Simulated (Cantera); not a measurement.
**Stirred combustor or abatement burner**

A perfectly stirred reactor is fed with C3H8 : O2 : N2 : H2O : CO2 = 1 : 5 : 18.8 : 5.3 : 0.68 (molar parts), equivalence ratio 1.0, at 6150 Torr; it is adiabatic with a 525 K inlet, and is followed from long to short residence time, starting on the burning branch (τ in s: 0.13, 0.062, 0.03, 0.014, 0.0068, 0.0033, 0.0016, 0.00075, 0.00036, 0.00017, 8.2e-05, 3.9e-05, 1.9e-05).

Detailed kinetics in Cantera: GRI-Mech 3.0 (53 species, 325 reactions). GRI-Mech 3.0 was tuned for natural gas; its chemistry of propane as a main component is partial and can be far from experiment.

| τ (s) | T (K) | x C3H8 | x O2 | x H2O | x CH2CO | x NO | x CH2 |
|---|---|---|---|---|---|---|---|
| 0.13 | 2108 | 5.49e-8 | 0.00213 | 0.289 | 1.55e-7 | 0.000313 | 2.17e-8 |
| 0.062 | 2105 | 1.13e-7 | 0.00240 | 0.289 | 3.11e-7 | 0.000231 | 4.37e-8 |
| 0.030 | 2100 | 2.26e-7 | 0.00278 | 0.289 | 6.01e-7 | 0.000177 | 8.50e-8 |
| 0.014 | 2092 | 4.63e-7 | 0.00333 | 0.288 | 1.16e-6 | 0.000140 | 1.67e-7 |
| 0.0068 | 2081 | 9.02e-7 | 0.00403 | 0.287 | 2.06e-6 | 0.000116 | 3.10e-7 |
| 0.0033 | 2068 | 1.74e-6 | 0.00493 | 0.286 | 3.54e-6 | 9.80e-5 | 5.66e-7 |
| 0.0016 | 2051 | 3.30e-6 | 0.00610 | 0.285 | 5.89e-6 | 8.39e-5 | 1.02e-6 |
| 0.00075 | 2027 | 6.41e-6 | 0.00769 | 0.283 | 9.85e-6 | 7.13e-5 | 1.84e-6 |
| 0.00036 | 1998 | 1.22e-5 | 0.00975 | 0.281 | 1.64e-5 | 5.97e-5 | 3.22e-6 |
| 0.00017 | 1957 | 2.44e-5 | 0.0127 | 0.278 | 2.95e-5 | 4.64e-5 | 5.63e-6 |
| 8.2e-5 | 1896 | 5.46e-5 | 0.0176 | 0.275 | 6.30e-5 | 2.89e-5 | 9.63e-6 |
| 3.9e-5 | 525 | 0.0325 | 0.162 | 0.172 | <1e-12 | <1e-12 | <1e-12 |
| 1.9e-5 | 525 | 0.0325 | 0.162 | 0.172 | <1e-12 | <1e-12 | <1e-12 |
x: mole fraction; the columns are a selection and need not sum to one.
